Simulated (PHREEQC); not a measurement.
Model water analysis in mmol/kgw, 55 °C, pH 6.42:

```json
[
 {"constituent": "Na", "mmol/kgw": "85.3"},
 {"constituent": "K", "mmol/kgw": "1.77"},
 {"constituent": "Ca", "mmol/kgw": "9.95"},
 {"constituent": "Mg", "mmol/kgw": "24.3"},
 {"constituent": "Cl", "mmol/kgw": "155"},
 {"constituent": "S(6)", "mmol/kgw": "0.563"},
 {"constituent": "Alkalinity (meq/kgw)", "mmol/kgw": "0.63"},
 {"constituent": "Si", "mmol/kgw": "0.0204"},
 {"constituent": "B", "mmol/kgw": "0.646"}
]
```

Valence states are taken as typed.

The numbers come from PHREEQC with the Pitzer model, pitzer.dat.

Precipitation was switched off in this run.

Problem. What specific conductance does the model give?

Solution. specific conductance 26600 µS/cm.

Problem. In which forms is C present?

Solution. HCO3- 66 %, CO2 34 % of the C.

At this temperature some constants are extrapolated from 25 °C, and those without enthalpy data are left unchanged.
